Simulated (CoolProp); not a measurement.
A single-stage vapour-compression cycle with the fluid: evaporating at 208.15 K (dew point), condensing at 235.15 K (bubble point), superheat 2 K, subcooling 5 K, compressor efficiency 0.9, no pressure losses. The same conditions are run with several fluids, on thermodynamics alone (safety and materials aside).

Computed with CoolProp (reference Helmholtz-energy equation of state of each fluid (R13: Platzer 1990; fluoroethane (R161): Wu 2012; R404A: Lemmon 2003; nitrous oxide: Lemmon 2006; C3F8 (R218): Lemmon 2006; propane: Lemmon 2009)). The equations of Platzer and Polt are older, rougher fits. Blends and air are pseudo-pure fits.

Task: Rank R13, fluoroethane (R161), R404A, nitrous oxide, C3F8 (R218), propane by cooling COP, highest first.

Result: propane (6.48), fluoroethane (R161) (6.40), C3F8 (R218) (6.35), R13 (6.26), R404A (6.21), nitrous oxide (6.13)

```csv
fluid,pressure ratio,discharge temperature (K),refrigerating effect (kJ/kg),volumetric capacity (kJ/m³)
R13,2.86,251.8,121,1760
fluoroethane (R161),4.20,271.8,412,271
R404A,4.17,253.7,186,378
nitrous oxide,2.92,276.8,309,2850
C3F8 (R218),4.18,235.2,95.4,240
propane,3.72,256.7,403,336
```
